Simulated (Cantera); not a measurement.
Feed: 1 mol HF, 0.62 mol O₂, held at 2873 K and 1.33 mbar.

Method: chemical equilibrium by Gibbs-energy minimisation in Cantera with the NASA 1993 tables (ideal gas, pure condensed phases). Candidate condensed phases: H₂O; 22 gas species. Kinetics and transport are ignored.

Base state: O 0.420, HF 0.303, F 0.117, H 0.105, O₂ 0.0456, OH 0.00853, H₂ 0.00132, H₂O 0.000360 (mole fractions); condensed: gas only.

Problem. What changes in the equilibrium state with this change: temperature from 2873 K to 2423.15 K?

Solution. 
| species | before | after |
|---|---|---|
| HF | 0.303 | 0.542 |
| O₂ | 0.0456 | 0.274 |
| O | 0.420 | 0.141 |
| H | 0.105 | 0.00960 |
| F | 0.117 | 0.0227 |
| H₂O | 0.000360 | 0.00184 |
| H₂ | 0.00132 | 0.000390 |
| OH | 0.00853 | 0.00858 |
